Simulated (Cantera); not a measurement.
**Hydrocarbon pyrolysis for carbon deposition**

An isothermal, constant-pressure homogeneous reactor starts with 3.23 % CH4, 96.8 % N2, at 1600 K and 0.310 bar.

Computed with Cantera and GRI-Mech 3.0 (53 species, 325 reactions). GRI-Mech 3.0 stops at C3 and has no aromatics, soot or wall deposition, so with more carbon than oxygen in the feed, carbon stays in small species such as C2H2 where larger ones or solid carbon would form.

```csv
t (s),x CH4,x H,x CH2,x H2,x C2H4,x C2H,x CH3
0.000700,0.0322,8.50e-8,1.10e-9,1.42e-5,2.03e-7,<1e-12,2.71e-5
0.00255,0.0321,1.60e-7,1.06e-8,6.76e-5,8.48e-6,1.01e-12,8.81e-5
0.00931,0.0314,8.24e-7,6.22e-8,0.000696,0.000224,1.09e-10,0.000223
0.0340,0.0262,4.40e-6,9.80e-8,0.00721,0.00120,3.15e-9,0.000256
0.124,0.0172,9.13e-6,4.97e-8,0.0214,0.000326,9.86e-9,0.000142
0.452,0.00787,1.45e-5,2.38e-8,0.0353,6.56e-5,1.62e-8,6.49e-5
1.65,0.00239,1.89e-5,8.41e-9,0.0433,2.61e-5,2.11e-8,2.10e-5
6.01,0.000624,2.07e-5,2.38e-9,0.0459,2.44e-5,2.31e-8,5.70e-6
21.9,0.000189,2.12e-5,7.40e-10,0.0466,2.47e-5,2.37e-8,1.75e-6
80.0,0.000121,2.12e-5,4.74e-10,0.0467,2.48e-5,2.37e-8,1.12e-6
```
x: mole fraction; the columns are a selection and need not sum to one.

Equilibrium at this temperature and pressure: CH4 4.89e-5, H 2.13e-5, CH2 1.91e-10, H2 0.0468, C2H4 4.09e-6, C2H 3.90e-9, CH3 4.51e-7 (gas phase only).
